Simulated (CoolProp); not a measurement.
Values from CoolProp's reference Helmholtz-energy equation of state, Lemmon 2005. It is a short technical equation, of lower accuracy than the large ones.

Q: Give the vapour pressure (kPa), liquid density (kg/m³), enthalpy of vaporisation (kJ/kg), liquid cp (kJ/(kg K)) of saturated 1-butene at 332.9, 366.1 K.

A: 
```csv
T (K),p (kPa),liquid density (kg/m³),enthalpy of vaporisation (kJ/kg),liquid cp (kJ/(kg K))
332.9,757,541,318,2.53
366.1,1560,487,263,2.88
```
